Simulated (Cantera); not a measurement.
## Stirred combustor or abatement burner

A perfectly stirred reactor is fed with 41.6 % H2, 12.2 % O2, 46.2 % N2, at 42000 Pa; it is adiabatic with a 575 K inlet, and is followed from long to short residence time, starting on the burning branch (τ in s: 0.21, 0.074, 0.026, 0.0093, 0.0033, 0.0012, 0.00042, 0.00015, 5.3e-05, 1.9e-05).

Model: GRI-Mech 3.0 (53 species, 325 reactions), integrated in Cantera.

```json
[
 {"τ (s)": "0.21", "T (K)": "2329", "x H2": "0.191", "x O2": "5.94e-5", "x N2O": "4.77e-9", "x H2O": "0.274", "x NO": "0.000168"},
 {"τ (s)": "0.074", "T (K)": "2309", "x H2": "0.189", "x O2": "0.000100", "x N2O": "4.26e-9", "x H2O": "0.273", "x NO": "0.000151"},
 {"τ (s)": "0.026", "T (K)": "2268", "x H2": "0.187", "x O2": "0.000202", "x N2O": "3.65e-9", "x H2O": "0.271", "x NO": "0.000116"},
 {"τ (s)": "0.0093", "T (K)": "2198", "x H2": "0.183", "x O2": "0.000433", "x N2O": "3.21e-9", "x H2O": "0.267", "x NO": "7.43e-5"},
 {"τ (s)": "0.0033", "T (K)": "2091", "x H2": "0.176", "x O2": "0.000915", "x N2O": "3.17e-9", "x H2O": "0.261", "x NO": "4.49e-5"},
 {"τ (s)": "0.0012", "T (K)": "1949", "x H2": "0.168", "x O2": "0.00178", "x N2O": "3.58e-9", "x H2O": "0.254", "x NO": "2.99e-5"},
 {"τ (s)": "0.00042", "T (K)": "1769", "x H2": "0.158", "x O2": "0.00332", "x N2O": "4.14e-9", "x H2O": "0.246", "x NO": "1.95e-5"},
 {"τ (s)": "0.00015", "T (K)": "1572", "x H2": "0.150", "x O2": "0.00641", "x N2O": "4.56e-9", "x H2O": "0.236", "x NO": "1.04e-5"},
 {"τ (s)": "5.3e-5", "T (K)": "1357", "x H2": "0.165", "x O2": "0.0175", "x N2O": "5.00e-9", "x H2O": "0.211", "x NO": "3.92e-6"},
 {"τ (s)": "1.9e-5", "T (K)": "575", "x H2": "0.416", "x O2": "0.122", "x N2O": "<1e-12", "x H2O": "<1e-12", "x NO": "<1e-12"}
]
```
x: mole fraction; the columns are a selection and need not sum to one.
